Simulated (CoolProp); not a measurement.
Vapour-liquid equilibrium of R114 (1) + R113 (2) at 245 kPa; x and y are mole fractions of (1).

Model: multi-fluid Helmholtz-energy mixture model, Platzer 1990 and Marx 1992; pair parameters Bell 2016, in CoolProp. This equation is an older, rougher fit; its heat capacities, sound speeds and derivatives of the liquid may be far off and weren't checked against measurements.

```json
[
 {"x": "0.05", "bubble temperature (°C)": "72.9", "y at the bubble point": "0.144", "dew temperature at overall composition x (°C)": "75.7", "liquid density (mol/L)": "7.706"},
 {"x": "0.15", "bubble temperature (°C)": "65.3", "y at the bubble point": "0.373", "dew temperature at overall composition x (°C)": "72.7", "liquid density (mol/L)": "7.819"},
 {"x": "0.25", "bubble temperature (°C)": "58.8", "y at the bubble point": "0.539", "dew temperature at overall composition x (°C)": "69.6", "liquid density (mol/L)": "7.921"},
 {"x": "0.35", "bubble temperature (°C)": "53.0", "y at the bubble point": "0.662", "dew temperature at overall composition x (°C)": "66.2", "liquid density (mol/L)": "8.012"},
 {"x": "0.45", "bubble temperature (°C)": "48.1", "y at the bubble point": "0.754", "dew temperature at overall composition x (°C)": "62.4", "liquid density (mol/L)": "8.094"},
 {"x": "0.55", "bubble temperature (°C)": "43.7", "y at the bubble point": "0.824", "dew temperature at overall composition x (°C)": "58.3", "liquid density (mol/L)": "8.169"},
 {"x": "0.65", "bubble temperature (°C)": "39.9", "y at the bubble point": "0.878", "dew temperature at overall composition x (°C)": "53.6", "liquid density (mol/L)": "8.236"},
 {"x": "0.75", "bubble temperature (°C)": "36.5", "y at the bubble point": "0.921", "dew temperature at overall composition x (°C)": "48.3", "liquid density (mol/L)": "8.298"},
 {"x": "0.85", "bubble temperature (°C)": "33.4", "y at the bubble point": "0.957", "dew temperature at overall composition x (°C)": "41.9", "liquid density (mol/L)": "8.355"},
 {"x": "0.95", "bubble temperature (°C)": "30.5", "y at the bubble point": "0.987", "dew temperature at overall composition x (°C)": "34.0", "liquid density (mol/L)": "8.409"}
]
```

No azeotrope shows between x = 0.05 and 0.95.

The pair parameters rest on a limited set of measurements; away from them the model extrapolates.
